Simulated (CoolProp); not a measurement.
Methane along the isotherm 319 K: density (kg/m³) from the reference equation and from simpler models built on Tc = 190.6 K, pc = 4599 kPa, ω = 0.011; each cubic takes its own stable root.

Values from CoolProp's reference Helmholtz-energy equation of state, Setzmann 1991.

```csv
p (kPa),phase,reference,ideal gas,van der Waals,Redlich-Kwong,Soave-Redlich-Kwong,Peng-Robinson
627,gas,3.824,3.792,3.832,3.827,3.823,3.834
1250,gas,7.688,7.561,7.720,7.696,7.682,7.727
1880,gas,11.66,11.37,11.73,11.68,11.64,11.75
2510,gas,15.69,15.18,?,?,15.66,15.85
3140,gas,19.79,18.99,20.03,19.84,19.74,20.03
3760,gas,23.89,22.74,24.24,23.95,23.81,24.22
4390,gas,28.11,26.55,28.60,28.19,27.99,28.55
5020,supercritical,32.39,30.36,33.06,32.49,32.22,32.95
5640,supercritical,36.66,34.11,?,36.78,36.43,37.34
6270,supercritical,41.05,37.92,42.17,41.18,40.75,41.87
6900,supercritical,45.49,41.74,46.88,45.64,45.10,46.45
```

Problem. Fill in the missing entries.

Solution. 
- 2510, van der Waals: 15.84
- 2510, Redlich-Kwong: 15.73
- 5640, van der Waals: 37.53
